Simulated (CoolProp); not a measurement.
n-perfluorobutane along the isobar 0.226 MPa: Z from the reference equation and from simpler models built on Tc = 386.3 K, pc = 2.322 MPa, ω = 0.372; each cubic takes its own stable root.

Values from CoolProp's reference Helmholtz-energy equation of state, Gao 2022.

```tsv
T (K)	phase	reference
244.6	liquid	0.01566
258	liquid	0.01526
271.3	liquid	0.01494
284.7	liquid	0.01469
298.1	gas	0.9188
311.4	gas	0.9307
324.8	gas	0.9403
338.1	gas	0.9483
351.5	gas	0.9549
364.8	gas	0.9605
378.2	gas	0.9653
391.5	gas	0.9694
```

Task: How far does each simpler model (van der Waals, Redlich-Kwong) lie from the reference over these 12 states: mean and median of the absolute difference, and the worst?

Result: 
- van der Waals: mean 2003.7 %, median 1.8 %, worst +6280.5 % at 284.7 K and 0.226 MPa
- Redlich-Kwong: mean 514.7 %, median 0.4 %, worst +6138.9 % at 284.7 K and 0.226 MPa

At some of these states van der Waals, Redlich-Kwong gives the other phase, because its saturation line lies elsewhere.
